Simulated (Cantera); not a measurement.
A closed system holds: 1 mol CH3OH, 53 mol H2, equilibrated at 0.0133 bar.

Method: chemical equilibrium by Gibbs-energy minimisation in Cantera with the NASA 1993 tables (ideal gas, pure condensed phases). Candidate condensed phases: C, C6H6, C7H8, C8H18, H2O; 131 gas species. Ions and electrons are included (thermal ionisation). The numbers say what is thermodynamically allowed, not how fast it happens.

log p: log10 of the partial pressure in bar; nothing condenses.

```csv
T (K),log p H,log p H2,log p CO,log p O,log p C
2500,-2.59,-1.98,-3.67,-10.12,-9.01
3000,(withheld),(withheld),(withheld),(withheld),(withheld)
3500,-1.89,-3.33,-3.91,-6.42,-6.40
4000,-1.88,-4.17,-3.93,-5.40,-5.40
4500,-1.88,(withheld),(withheld),(withheld),(withheld)
5000,-1.88,-5.38,-4.32,-4.15,-4.15
```

Q: What belongs in the gaps?

A: 
- 3000, log p H: -2.02
- 3000, log p H2: -2.44
- 3000, log p CO: -3.82
- 3000, log p O: -7.91
- 3000, log p C: -7.55
- 4500, log p H2: -4.84
- 4500, log p CO: -4.01
- 4500, log p O: -4.64
- 4500, log p C: -4.64
